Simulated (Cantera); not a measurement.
An isothermal, constant-pressure homogeneous reactor starts with 9.09 % CH4, 90.9 % N2, at 1698 K and 0.000987 atm.

Cantera simulation using GRI-Mech 3.0 (53 species, 325 reactions); the numbers are that mechanism's predictions, not measurements. GRI-Mech 3.0 stops at C3 and has no aromatics, soot or wall deposition, so with more carbon than oxygen in the feed, carbon stays in small species such as C2H2 where larger ones or solid carbon would form. Radical loss at walls, strong at low pressure, is not modelled.

x: mole fraction; the columns are a selection and need not sum to one.

```tsv
t (s)	x CH4	x C2H	x HCN	x C2H6	x C2H2	x CH2	x H
1.00e-6	0.0909	<1e-12	<1e-12	<1e-12	<1e-12	<1e-12	1.12e-9
4.35e-6	0.0909	<1e-12	<1e-12	<1e-12	<1e-12	<1e-12	4.86e-9
1.89e-5	0.0909	<1e-12	<1e-12	<1e-12	<1e-12	<1e-12	2.07e-8
8.23e-5	0.0909	<1e-12	<1e-12	<1e-12	<1e-12	<1e-12	8.23e-8
0.000358	0.0909	<1e-12	<1e-12	<1e-12	<1e-12	<1e-12	2.50e-7
0.00156	0.0909	<1e-12	<1e-12	<1e-12	<1e-12	1.06e-11	3.81e-7
0.00678	0.0909	<1e-12	<1e-12	3.60e-11	4.04e-12	1.79e-10	3.86e-7
0.0295	0.0908	<1e-12	<1e-12	2.16e-9	1.95e-9	2.69e-9	3.99e-7
0.128	0.0906	7.15e-12	7.24e-12	6.80e-8	7.54e-7	4.42e-8	6.59e-7
0.558	0.0871	(withheld)	1.28e-9	1.32e-6	0.000275	6.22e-7	6.92e-6
2.43	0.0427	(withheld)	4.01e-7	2.78e-6	0.0197	1.62e-6	0.000109
10.6	0.00747	(withheld)	3.79e-6	2.06e-7	0.0380	7.67e-7	0.000268
46.0	0.000463	(withheld)	1.74e-5	2.74e-9	0.0414	2.63e-7	0.000653
200	9.45e-6	(withheld)	5.22e-5	3.08e-12	0.0416	2.80e-8	0.00148
```

Task: Fill in the missing entries.

Result: 
- 0.558, x C2H: 3.17e-9
- 2.43, x C2H: 1.88e-7
- 10.6, x C2H: 4.94e-7
- 46.0, x C2H: 1.21e-6
- 200, x C2H: 2.74e-6
